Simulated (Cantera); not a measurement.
Cantera run:

```python
import numpy as np
import cantera as ct

gas_names = """
    CL CLO CL2 Fe FeCL FeCL2 FeCL3 FeO Fe(OH)2 Fe2CL4 Fe2CL6 H HCL HOCL HO2 H2 H2O H2O2 O OH O2 O3
""".split()
cond_names = """
    Fe(a) Fe(c) Fe(d) Fe(L) FeCL2(s) FeCL2(L) FeCL3(s) FeCL3(L) FeO(s) FeO(L) Fe(OH)2(s) Fe(OH)3(s)
    Fe2O3(s) Fe3O4(s) H2O(s) H2O(L)
""".split()


def load(file, names, dense=False):
    # The tables refer to 1 bar. Condensed volumes are neglected.
    table = {s.name: s for s in ct.Species.list_from_file(file)}
    out = []
    for n in names:
        d = dict(table[n].input_data)
        d["thermo"] = dict(d["thermo"], **{"reference-pressure": 1e5})
        if dense:
            d["equation-of-state"] = {"model": "constant-volume", "density": "1e6 g/cm^3"}
        out.append(ct.Species.from_dict(d))
    return out


gas = ct.Solution(thermo="ideal-gas", species=load("nasa_gas.yaml", gas_names))
cond = {s.name: ct.Solution(thermo="fixed-stoichiometry", species=[s], name=s.name)
        for s in load("nasa_condensed.yaml", cond_names, dense=True)}
atoms = {
    'Fe2O3': {'Fe': 2, 'O': 3},
    'HCl': {'H': 1, 'CL': 1},
    'O2': {'O': 2},
}
top_T = {'Fe2O3(s)': 1830, 'Fe3O4(s)': 1870}  # K; cautious upper limits of use, not melting points


def equilibrate(T, P, feed):
    n = {}
    for name, mol in feed.items():
        for a, k in atoms[name].items():
            n[a] = n.get(a, 0.0) + k * mol
    gas.TPX = T, P, n
    mass = sum(n.values()) * gas.mean_molecular_weight
    gas.equilibrate("TP")
    valid = [c for c in cond.values() if c.min_temp <= T <= top_T.get(c.name, c.max_temp)]
    mix = ct.Mixture([(gas, mass / gas.mean_molecular_weight)] + [(c, 0.0) for c in valid])
    mix.T, mix.P = T, P
    mix.equilibrate("TP", solver="vcs", rtol=1e-11, max_steps=5000)
    return mix


results = []
feed = {'Fe2O3': 1, 'HCl': 0.29, 'O2': 0.037}  # mol
P = 10000  # Pa
for T in [1325, 1350, 1375, 1400, 1425, 1450, 1475, 1500, 1525, 1550, 1575, 1600]:
    mix = equilibrate(T, P, feed)
    results.append((T, P, feed, dict(zip(mix.species_names, mix.species_moles))))
    x = sorted(zip(gas.X, gas.species_names), reverse=True)
    print(f"T = {T:g} K  P = {P:g} Pa  gas = {mix.phase_moles(0):.4g} mol")
    print("   x: " + "  ".join(f"{s} {v:.3e}" for v, s in x if v > 1e-05))
    print("   condensed (mol): " + ("  ".join(f"{mix.phase(i).name} {mix.phase_moles(i):.4g}"
          for i in range(1, mix.n_phases) if mix.phase_moles(i) > 1e-12) or "none"))
```

It prints:

```
T = 1325 K  P = 10000 Pa  gas = 0.3215 mol
   x: HCL 7.265e-01  O2 1.011e-01  H2O 8.780e-02  CL2 3.551e-02  FeCL2 2.420e-02  FeCL3 1.564e-02  CL 9.200e-03  CLO 2.921e-05  HOCL 1.946e-05  OH 1.936e-05  Fe2CL4 1.017e-05
   condensed (mol): Fe2O3(s) 0.9936
T = 1350 K  P = 10000 Pa  gas = 0.3229 mol
   x: HCL 7.169e-01  O2 1.043e-01  H2O 9.061e-02  FeCL2 3.114e-02  CL2 3.079e-02  FeCL3 1.557e-02  CL 1.058e-02  CLO 3.280e-05  OH 2.606e-05  HOCL 2.005e-05  Fe2CL4 1.329e-05
   condensed (mol): Fe2O3(s) 0.9925
T = 1375 K  P = 10000 Pa  gas = 0.3244 mol
   x: HCL 7.055e-01  O2 1.076e-01  H2O 9.423e-02  FeCL2 3.906e-02  CL2 2.643e-02  FeCL3 1.514e-02  CL 1.201e-02  CLO 3.640e-05  OH 3.486e-05  HOCL 2.057e-05  Fe2CL4 1.666e-05
   condensed (mol): Fe2O3(s) 0.9912
T = 1400 K  P = 10000 Pa  gas = 0.326 mol
   x: HCL 6.922e-01  O2 1.108e-01  H2O 9.866e-02  FeCL2 4.783e-02  CL2 2.247e-02  FeCL3 1.439e-02  CL 1.347e-02  OH 4.634e-05  CLO 3.995e-05  HOCL 2.101e-05  Fe2CL4 2.007e-05
   condensed (mol): Fe2O3(s) 0.9899
T = 1425 K  P = 10000 Pa  gas = 0.3276 mol
   x: HCL 6.774e-01  O2 1.140e-01  H2O 1.039e-01  FeCL2 5.731e-02  CL2 1.894e-02  CL 1.495e-02  FeCL3 1.341e-02  OH 6.121e-05  CLO 4.339e-05  Fe2CL4 2.334e-05  HOCL 2.137e-05
   condensed (mol): Fe2O3(s) 0.9884
T = 1450 K  P = 10000 Pa  gas = 0.3293 mol
   x: HCL 6.610e-01  O2 1.171e-01  H2O 1.098e-01  FeCL2 6.732e-02  CL 1.642e-02  CL2 1.585e-02  FeCL3 1.228e-02  OH 8.031e-05  CLO 4.667e-05  Fe2CL4 2.628e-05  HOCL 2.164e-05
   condensed (mol): Fe2O3(s) 0.9869
T = 1475 K  P = 10000 Pa  gas = 0.3309 mol
   x: HCL 6.434e-01  O2 1.201e-01  H2O 1.165e-01  FeCL2 7.771e-02  CL 1.787e-02  CL2 1.318e-02  FeCL3 1.107e-02  OH 1.046e-04  CLO 4.975e-05  Fe2CL4 2.877e-05  HOCL 2.183e-05
   condensed (mol): Fe2O3(s) 0.9853
T = 1500 K  P = 10000 Pa  gas = 0.3325 mol
   x: HCL 6.247e-01  H2O 1.237e-01  O2 1.230e-01  FeCL2 8.832e-02  CL 1.930e-02  CL2 1.091e-02  FeCL3 9.855e-03  OH 1.354e-04  CLO 5.263e-05  Fe2CL4 3.075e-05  HOCL 2.193e-05
   condensed (mol): Fe2O3(s) 0.9837
T = 1525 K  P = 10000 Pa  gas = 0.334 mol
   x: HCL 6.051e-01  H2O 1.314e-01  O2 1.258e-01  FeCL2 9.903e-02  CL 2.069e-02  CL2 9.006e-03  FeCL3 8.686e-03  OH 1.738e-04  CLO 5.529e-05  Fe2CL4 3.219e-05  HOCL 2.194e-05
   condensed (mol): Fe2O3(s) 0.982
T = 1550 K  P = 10000 Pa  gas = 0.3561 mol
   x: HCL 5.552e-01  O2 1.773e-01  H2O 1.295e-01  FeCL2 9.833e-02  CL 2.355e-02  CL2 8.469e-03  FeCL3 7.270e-03  OH 2.312e-04  CLO 7.249e-05  Fe2CL4 2.659e-05  HOCL 2.440e-05  O 1.042e-05
   condensed (mol): Fe2O3(s) 0.855  Fe3O4(s) 0.08412
T = 1575 K  P = 10000 Pa  gas = 0.4301 mol
   x: HCL 4.513e-01  O2 3.147e-01  H2O 1.113e-01  FeCL2 8.218e-02  CL 2.682e-02  CL2 8.049e-03  FeCL3 5.172e-03  OH 3.025e-04  CLO 1.068e-04  HOCL 2.695e-05  O 1.899e-05  Fe2CL4 1.565e-05
   condensed (mol): Fe2O3(s) 0.416  Fe3O4(s) 0.3768
T = 1600 K  P = 10000 Pa  gas = 0.5006 mol
   x: O2 4.081e-01  HCL 3.790e-01  H2O 9.994e-02  FeCL2 7.356e-02  CL 2.845e-02  CL2 6.703e-03  FeCL3 3.704e-03  OH 3.714e-04  CLO 1.253e-04  O 2.930e-05  HOCL 2.628e-05  Fe2CL4 1.062e-05
   condensed (mol): Fe3O4(s) 0.6538
```

Equilibrium computed with Cantera from the NASA thermochemical tables; the gas is ideal and each condensed phase is pure. Mutual solubility and eutectic melting of coexisting phases are not modelled.
